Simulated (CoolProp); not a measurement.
Vinyl chloride along the isobar 13.8 MPa: Z from the reference equation and from simpler models built on Tc = 151.9 °C, pc = 5.600 MPa, ω = 0.160; each cubic takes its own stable root.

The numbers come from the reference Helmholtz-energy equation of state, Thol 2022 in CoolProp.

```tsv
T (°C)	phase	reference
95.25	liquid	0.3514
104.05	liquid	0.3509
112.85	liquid	0.3510
121.65	liquid	0.3519
130.45	liquid	0.3537
139.25	liquid	0.3566
148.05	liquid	0.3607
156.85	supercritical	0.3664
```

Problem. How far does each simpler model (van der Waals, Soave-Redlich-Kwong) lie from the reference over these 8 states: mean and median of the absolute difference, and the worst?

Solution. 
- van der Waals: mean 43.3 %, median 43.7 %, worst +47.3 % at 95.25 °C and 13.8 MPa
- Soave-Redlich-Kwong: mean 10.1 %, median 9.9 %, worst +12.5 % at 156.85 °C and 13.8 MPa
